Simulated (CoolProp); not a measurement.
Saturation properties of isopentane.

Model: reference Helmholtz-energy equation of state, Lemmon 2006, in CoolProp. It is a short technical equation, of lower accuracy than the large ones.

| T (°C) | p (MPa) | liquid cp (kJ/(kg K)) | surface tension (mN/m) |
|---|---|---|---|
| 28.65 | 0.1042 | 2.293 | 14.1 |
| 37.75 | 0.1410 | ? | 13.1 |
| 46.75 | 0.1866 | 2.393 | 12.1 |
| 55.85 | 0.2433 | 2.446 | 11.2 |
| 64.95 | 0.3123 | ? | ? |
| 73.95 | 0.3941 | 2.559 | ? |
| 83.05 | 0.4922 | 2.621 | 8.46 |
| 92.05 | ? | 2.686 | ? |
| 101.15 | 0.7402 | 2.758 | 6.71 |
| 110.25 | 0.8951 | 2.837 | 5.87 |
| 119.25 | 1.071 | 2.925 | 5.05 |
| 128.35 | 1.273 | 3.028 | ? |

**Question.** Some entries are withheld; supply them.

**Answer.** 
- 37.75, liquid cp (kJ/(kg K)): 2.342
- 64.95, liquid cp (kJ/(kg K)): 2.501
- 64.95, surface tension (mN/m): 10.3
- 73.95, surface tension (mN/m): 9.36
- 92.05, p (MPa): 0.6061
- 92.05, surface tension (mN/m): 7.58
- 128.35, surface tension (mN/m): 4.24

It boils at 27.8 °C under 1 atm.

Surface tension comes from a separate correlation (Mulero 2012).
